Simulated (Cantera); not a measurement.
Charge: 1 mol c-C₄F₈, 0.085 mol H₂, equilibrated at 1948 K and 1.20 mbar.

These are equilibrium values from Cantera (NASA tables, ideal gas, pure condensed phases), not measurements of a reactor. Candidate condensed phases: C, C₆H₆, C₇H₈, C₈H₁₈; 95 gas species. The feed counts by its element totals alone. Gases not in the tables: C₂F₆ and larger saturated fluorocarbons. Rates play no part.

Base state: CF₄ 0.661, CF₂ 0.168, F 0.0950, HF 0.0673, CF₃ 0.00797, CF 0.000339 (mole fractions); condensed: C(graphite).

### Question
What changes in the equilibrium state with this change: temperature from 1948 K to 2023 K?

### Answer
| species | before | after |
|---|---|---|
| CF₄ | 0.661 | 0.480 |
| CF₂ | 0.168 | 0.269 |
| F | 0.0950 | 0.181 |
| CF₃ | 0.00797 | 0.0105 |
| HF | 0.0673 | 0.0580 |
| CF | 0.000339 | 0.000941 |
| C(graphite), mol | 1.88 | 1.77 |

### Question
What changes in the equilibrium state with this change: 0.064 mol HCl added?

### Answer
```tsv
species	before	after
CF₄	0.661	0.623
CF₂	0.168	0.163
F	0.0950	0.0936
Cl	0	0.0241
HF	0.0673	0.0884
CClF₃	0	2.34e-5
ClF	0	1.39e-5
C(graphite), mol	1.88	1.90
```

### Question
What changes in the equilibrium state with this change: pressure from 1.20 mbar to 30.0 mbar?

### Answer
| species | before | after |
|---|---|---|
| CF₄ | 0.661 | 0.870 |
| HF | 0.0673 | 0.0777 |
| CF₂ | 0.168 | 0.0386 |
| F | 0.0950 | 0.00910 |
| CF | 0.000339 | 3.24e-5 |
| CF₃ | 0.00797 | 0.00438 |
| C(graphite), mol | 1.88 | 2.00 |
